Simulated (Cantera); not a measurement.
Feed: 1 mol Si, 0.2 mol H2O, 0.18 mol N2, held at 850 K and 0.0133 bar.

These are equilibrium values from Cantera (NASA tables, ideal gas, pure condensed phases), not measurements of a reactor. Candidate condensed phases: H2O, Si, SiO2, Si2N2O, Si3N4; 35 gas species. N2 is the only nitrogen source here; it is nearly inert below about 1500 K, so the nitride shown seldom forms there in practice. Kinetics and transport are ignored.

Base state: H2 1.00 (mole fractions); condensed: Si(s) + SiO2(β-quartz) + Si2N2O(s).

### Question
What changes in the equilibrium state with this change: 1.4 mol HCl added?

### Answer
```tsv
species	before	after
H2	1.00	0.703
SiCl4	0	0.253
SiHCl3	0	0.0352
HCl	0	0.00838
SiCl3	0	0.000650
SiH2Cl2	0	0.000431
SiCl2	0	0.000119
Si(s), mol	0.630	0.271
SiO2(β-quartz), mol	0.0100	0.0100
Si2N2O(s), mol	0.180	0.180
```
The tables' values for SiCl3 are old estimates; treat these amounts as uncertain. Further candidate phases: NH4Cl.
